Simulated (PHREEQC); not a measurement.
Solution (25 °C): 0.012 mol/kgw NiSO4, 0.022 mol/kgw H3BO3 and 0.081 mol/kgw FeSO4. Closed to the air; pH follows from the charge balance.

All values are PHREEQC results (ion-association model, wateq4f.dat), not measurements.

```tsv
quantity	before	after
pH	5.57	5.50
ionic strength (mol/kgw)	0.204	0.0337
SO4-2 (mol/kgw)	0.0510	0.00842
H2BO3- (mol/kgw)	7.22e-6	4.92e-6
HSO4- (mol/kgw)	5.35e-6	1.56e-6
```

Task: Name the change that produced these shifts.
A) FeSO4 left out
B) diluted 10-fold with water
C) diluted 5-fold with water
D) NiSO4 left out
E) NiSO4 from 0.012 to 0.024 mol/kgw

Result: A, FeSO4 left out

Precipitation was switched off in this run.
